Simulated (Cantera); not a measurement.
A Cantera script and what it prints.

```python
import numpy as np
import cantera as ct

gas_names = """
    B BH BH2 BH3 BN B2 H H2 N NH NH2 NH3 N2 N2H2 N2H4
""".split()
cond_names = """
    B(b) B(L) BN(s)
""".split()


def load(file, names, dense=False):
    # The tables refer to 1 bar. Condensed volumes are neglected.
    table = {s.name: s for s in ct.Species.list_from_file(file)}
    out = []
    for n in names:
        d = dict(table[n].input_data)
        d["thermo"] = dict(d["thermo"], **{"reference-pressure": 1e5})
        if dense:
            d["equation-of-state"] = {"model": "constant-volume", "density": "1e6 g/cm^3"}
        out.append(ct.Species.from_dict(d))
    return out


gas = ct.Solution(thermo="ideal-gas", species=load("nasa_gas.yaml", gas_names))
cond = {s.name: ct.Solution(thermo="fixed-stoichiometry", species=[s], name=s.name)
        for s in load("nasa_condensed.yaml", cond_names, dense=True)}
atoms = {
    'B2H6': {'B': 2, 'H': 6},
    'N2': {'N': 2},
    'H2': {'H': 2},
}
top_T = {'BN(s)': 3200}  # K; cautious upper limits of use, not melting points


def equilibrate(T, P, feed):
    n = {}
    for name, mol in feed.items():
        for a, k in atoms[name].items():
            n[a] = n.get(a, 0.0) + k * mol
    gas.TPX = T, P, n
    mass = sum(n.values()) * gas.mean_molecular_weight
    gas.equilibrate("TP")
    valid = [c for c in cond.values() if c.min_temp <= T <= top_T.get(c.name, c.max_temp)]
    mix = ct.Mixture([(gas, mass / gas.mean_molecular_weight)] + [(c, 0.0) for c in valid])
    mix.T, mix.P = T, P
    mix.equilibrate("TP", solver="vcs", rtol=1e-11, max_steps=5000)
    return mix


results = []
feed = {'B2H6': 1, 'N2': 12, 'H2': 78}  # mol
T = 1750  # K
P = 23000  # Pa
mix = equilibrate(T, P, feed)
results.append((T, P, feed, dict(zip(mix.species_names, mix.species_moles))))
print(gas.report(threshold=0.001))
for i in range(1, mix.n_phases):
    print(f"{mix.phase(i).name:16s} {mix.phase_moles(i):12.5e} mol")
```

Result:

```
       temperature   1750 K
          pressure   23000 Pa
           density   0.0080985 kg/m^3
  mean mol. weight   5.1233 kg/kmol
   phase of matter   gas

                          1 kg             1 kmol
                     ---------------   ---------------
          enthalpy        8.7735e+06        4.4949e+07  J
   internal energy        5.9335e+06        3.0399e+07  J
           entropy             40365         2.068e+05  J/K
    Gibbs function       -6.1866e+07       -3.1696e+08  J
 heat capacity c_p            6552.4             33570  J/K
 heat capacity c_v            4929.5             25255  J/K

                      mass frac. Y      mole frac. X     chem. pot. / RT
                     ---------------   ---------------   ---------------
                H2           0.34628              0.88           -20.661
                N2           0.65362           0.11954           -30.093
     [  +13 minor]        9.8284e-05        0.00045773

B(b)              0.00000e+00 mol
BN(s)             1.99994e+00 mol
```

Method: chemical equilibrium by Gibbs-energy minimisation in Cantera with the NASA 1993 tables (ideal gas, pure condensed phases). The feed counts by its element totals alone.
